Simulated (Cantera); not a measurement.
**Low-pressure radical oxidation in H2/O2**

An isothermal, constant-pressure homogeneous reactor starts with 6.28 % H2, 93.7 % O2, equivalence ratio 0.034, at 1125 K and 0.00553 atm.

Model: the H2/O2 subset of GRI-Mech 3.0, which has no nitrogen chemistry, integrated in Cantera. Radical loss at walls, strong at low pressure, is not modelled. The temperature is held fixed by assumption; the heat of reaction is taken as removed at once.

```
t (s)         x H2   x O2       x O       x H    x H2O2
--------  --------  -----  --------  --------  --------
4.00e-6     0.0628  0.937    <1e-12  1.97e-11    <1e-12
1.88e-5     0.0628  0.937  5.51e-12  8.87e-11    <1e-12
8.85e-5     0.0628  0.937  1.05e-10  3.58e-10    <1e-12
0.000417    0.0628  0.937   1.76e-9   1.66e-9    <1e-12
0.00196     0.0628  0.937   1.65e-7   1.03e-7  1.03e-11
0.00922    0.00419  0.896    0.0302    0.0164   9.18e-8
0.0434     0.00101  0.901    0.0292   0.00925   4.48e-8
0.204     0.000378  0.924    0.0102   0.00195   5.05e-8
0.960      3.33e-5  0.934  0.000888   4.99e-5   3.47e-8
4.52       1.95e-6  0.935   5.26e-5   7.19e-7   1.04e-8
21.3       1.78e-7  0.935   4.87e-6   2.03e-8   2.25e-9
100        2.49e-8  0.935   6.84e-7   1.07e-9  4.63e-10
```
x: mole fraction; the columns are a selection and need not sum to one.

Equilibrium at this temperature and pressure: H2 2.17e-9, O2 0.935, O 6.00e-8, H 2.79e-11, H2O2 5.50e-11 (gas phase only).
